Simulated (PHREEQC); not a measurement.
**Acid mine or pickling water: speciation**

A made-up water analysis in mmol/kgw, 20 °C, pH 2.13, pe 12.9:

```csv
constituent,mmol/kgw
Na,0.821
K,0.0693
Ca,4.74
Mg,0.959
Cl,1.01
S(6),13.1
Cu(2),0.342
Zn,0.0451
```

Valence states are taken as typed.

The numbers come from PHREEQC with the ion-association model, wateq4f.dat.

The ionic strength is 0.0312 mol/kgw and the total alkalinity is -11.8 meq/kg. The charge-balance error is -6.3 %.

| species | molality | activity | log γ |
|---|---|---|---|
| H+ | 0.00849 | 0.00741 | -0.059 |
| SO4-2 | 0.00799 | 0.00421 | -0.278 |
| Ca+2 | 0.00328 | 0.00175 | -0.272 |
| HSO4- | 0.00321 | 0.00272 | -0.071 |
| CaSO4 | 0.00139 | 0.00140 | 0.003 |
| Cl- | 0.00101 | 0.000852 | -0.074 |
| Na+ | 0.000805 | 0.000685 | -0.070 |
| Mg+2 | 0.000654 | 0.000355 | -0.265 |
| MgSO4 | 0.000305 | 0.000307 | 0.003 |
| Cu+2 | 0.000236 | 0.000128 | -0.265 |
| CuSO4 | 0.000106 | 0.000106 | 0.003 |
| CaHSO4+ | 6.77e-5 | 5.74e-5 | -0.071 |

Precipitation was switched off in this run. Complexes and solids missing from the database can't appear.
